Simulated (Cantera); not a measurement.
An adiabatic, constant-volume homogeneous reactor starts with 9.25 % CH4, 19.1 % O2, 71.7 % N2, equivalence ratio 0.97, at 1623 K and 1000000 Pa.

Model: GRI-Mech 3.0 (53 species, 325 reactions), integrated in Cantera. Above 3000 K some thermodynamic fits are extrapolated.

One state of this run: T (K) = 1626; P (bar) = 10.0; x CH4 = 0.0915; x O2 = 0.190; x C2H2 = 3.35e-8; x N2O = 3.70e-9; x C2H4 = 2.27e-5; x HCN = <1e-12. x: mole fraction; the columns are a selection and need not sum to one.

Problem. Which value of t (s) does it belong to?
(A) 4.75e-5
(B) 1.89e-5
(C) 0.0300
(D) 0.000300

Solution. B, 1.89e-5
